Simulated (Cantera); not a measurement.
Feed: 1 mol MgCO3, a varied amount of H2S, 3.1 mol H2O, held at 1973 K and 1.10 bar.

Equilibrium computed with Cantera from the NASA thermochemical tables; the gas is ideal and each condensed phase is pure. Candidate condensed phases: C, C6H6, C7H8, C8H18, H2O, H2SO4, Mg, MgCO3, MgO, Mg(OH)2, MgS, MgSO4, S; 130 gas species. Equilibrium is a limit: real reactors are often held back by kinetics, nucleation or transport.

Problem. At 1.2 mol H2S, list the 5 most abundant gas species with their mole fractions, and the condensed phases.

Solution. H2O 0.504, H2 0.182, CO 0.103, CO2 0.0634, SO2 0.0525. Condensed: MgO(s).
